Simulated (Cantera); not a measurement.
Mixture: 11.8 % H2, 11.2 % O2, 77.0 % N2, equivalence ratio 0.53, at 9.87 atm, adiabatic and at constant pressure. Ignition delay is the time to a rise of 400 K.

Computed with Cantera and the H2/O2 subset of GRI-Mech 3.0, which has no nitrogen chemistry. The hydrogen kinetics of GRI-Mech 3.0 are dated; newer H2 mechanisms differ, most at raised pressure. Below about 950 K walls govern HO2 and H2O2 in real vessels.

Predict: delay at 898 K; delay at 1098 K; delay at 1298 K; delay at 1498 K; apparent activation energy between 1398 and 1598 K.


| Quantity | Value |
|---|---|
| delay at 898 K | 0.233 s |
| delay at 1098 K | 1.64 ms |
| delay at 1298 K | 8.50 µs |
| delay at 1498 K | 2.78 µs |
| apparent activation energy between 1398 and 1598 K | 62 kJ/mol |
